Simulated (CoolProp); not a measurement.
Vapour-liquid equilibrium of diethyl ether (1) + acetone (2) at 305.8 K; x and y are mole fractions of (1).

Computed with CoolProp (multi-fluid Helmholtz-energy mixture model, Thol 2014 and Lemmon 2006; pair parameters Bell 2016).

```json
[
 {"x": "0.05", "bubble pressure (kPa)": "47.46", "y at the bubble point": "0.149", "dew pressure at overall composition x (kPa)": "43.92", "liquid density (mol/L)": "13.10"},
 {"x": "0.2", "bubble pressure (kPa)": "61.78", "y at the bubble point": "0.440", "dew pressure at overall composition x (kPa)": "49.48", "liquid density (mol/L)": "12.35"},
 {"x": "0.35", "bubble pressure (kPa)": "73.35", "y at the bubble point": "0.602", "dew pressure at overall composition x (kPa)": "56.56", "liquid density (mol/L)": "11.67"},
 {"x": "0.5", "bubble pressure (kPa)": "81.90", "y at the bubble point": "0.704", "dew pressure at overall composition x (kPa)": "65.72", "liquid density (mol/L)": "11.05"},
 {"x": "0.65", "bubble pressure (kPa)": "87.99", "y at the bubble point": "0.781", "dew pressure at overall composition x (kPa)": "77.31", "liquid density (mol/L)": "10.50"},
 {"x": "0.8", "bubble pressure (kPa)": "92.32", "y at the bubble point": "0.856", "dew pressure at overall composition x (kPa)": "89.25", "liquid density (mol/L)": "10.00"},
 {"x": "0.95", "bubble pressure (kPa)": "94.84", "y at the bubble point": "0.954", "dew pressure at overall composition x (kPa)": "94.80", "liquid density (mol/L)": "9.563"}
]
```

No azeotrope shows between x = 0.05 and 0.95.

The pair parameters rest on a limited set of measurements; away from them the model extrapolates.
